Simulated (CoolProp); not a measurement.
Vapour-liquid equilibrium of benzene (1) + n-nonane (2) at 421.8 K; x and y are mole fractions of (1).

Model: multi-fluid Helmholtz-energy mixture model, Thol 2012 and Lemmon 2006; pair parameters Bell 2016, in CoolProp.

Task: Give the bubble pressure and the first vapour's composition at x = 0.15, 0.65, 0.75. Is there an azeotrope?

Result: x = 0.15: 189.2 kPa, y = 0.545; x = 0.65: 416.3 kPa, y = 0.889; x = 0.75: 457.5 kPa, y = 0.923. No azeotrope shows between x = 0.05 and 0.95.

Pair parameters are fitted to limited data, so mixtures are less certain than the pure fluids.
